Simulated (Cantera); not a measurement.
**Silicon carbide growth: CH3SiCl3 + C2H4 + H2**

Input: 1 mol CH3SiCl3, 0.14 mol C2H4, 39 mol H2, held at 2150 K and 0.0133 bar.

These are equilibrium values from Cantera (NASA tables, ideal gas, pure condensed phases), not measurements of a reactor. Candidate condensed phases: C, C6H6, C7H8, C8H18, Si, SiC; 109 gas species. The feed counts by its element totals alone. The tables' values for SiCl are old estimates; treat these amounts as uncertain. Gases not in the tables: Si2H6 and higher silanes. The numbers say what is thermodynamically allowed, not how fast it happens.

The x(H2) is 0.893 and the x(HCl) is 0.0657. The x(H) comes out as 0.0345 and the x(Cl) comes out as 0.00186. The x(C2H2 (acetylene)) is 0.00173. The x(Si) is 0.00155 and the x(SiCl2) comes out as 0.000900. The x(SiCl) comes out as 0.000188. The x(SiC2) is 0.000122 and the n(C(graphite)) is 0.246 mol. The n(SiC(s)) comes out as 0.870 mol, the gas amount is 43.15 mol and the log10 activity of Si(l) (absent) comes out as -1.04.
